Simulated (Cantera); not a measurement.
A Cantera script and what it prints.

```python
import numpy as np
import cantera as ct

gas_names = """
    AL ALN AL2 N N2
""".split()
cond_names = """
    AL(cr) AL(L) ALN(s)
""".split()


# ... load() reads the species with a 1 bar reference pressure and builds the phases ...
atoms = {
    'Al': {'AL': 1},
    'N2': {'N': 2},
}
top_T = {'ALN(s)': 2750}  # K; cautious upper limits of use, not melting points


# ... equilibrate(T, P, feed) seeds the gas with the atoms and calls Mixture.equilibrate('TP', solver="vcs", rtol=1e-11, max_steps=5000) ...
results = []
feed = {'Al': 1, 'N2': 0.7}  # mol
T = 1873.15  # K
P = 1000  # Pa
mix = equilibrate(T, P, feed)
results.append((T, P, feed, dict(zip(mix.species_names, mix.species_moles))))
print(gas.report(threshold=1e-05))
for i in range(1, mix.n_phases):
    print(f"{mix.phase(i).name:16s} {mix.phase_moles(i):12.5e} mol")
```

Result:

```
       temperature   1873.2 K
          pressure   1000 Pa
           density   0.0017986 kg/m^3
  mean mol. weight   28.012 kg/kmol
   phase of matter   gas

                          1 kg             1 kmol
                     ---------------   ---------------
          enthalpy        1.8573e+06        5.2027e+07  J
   internal energy        1.3013e+06        3.6453e+07  J
           entropy             10281        2.8801e+05  J/K
    Gibbs function       -1.7401e+07       -4.8745e+08  J
 heat capacity c_p            1275.6             35733  J/K
 heat capacity c_v            978.81             27419  J/K

                      mass frac. Y      mole frac. X     chem. pot. / RT
                     ---------------   ---------------   ---------------
                AL         0.0015107         0.0015685           -12.202
                N2           0.99849           0.99843           -31.329
     [   +3 minor]        2.9946e-08        1.6494e-08

AL(L)             0.00000e+00 mol
ALN(s)            9.99686e-01 mol
```

Method: chemical equilibrium by Gibbs-energy minimisation in Cantera with the NASA 1993 tables (ideal gas, pure condensed phases).
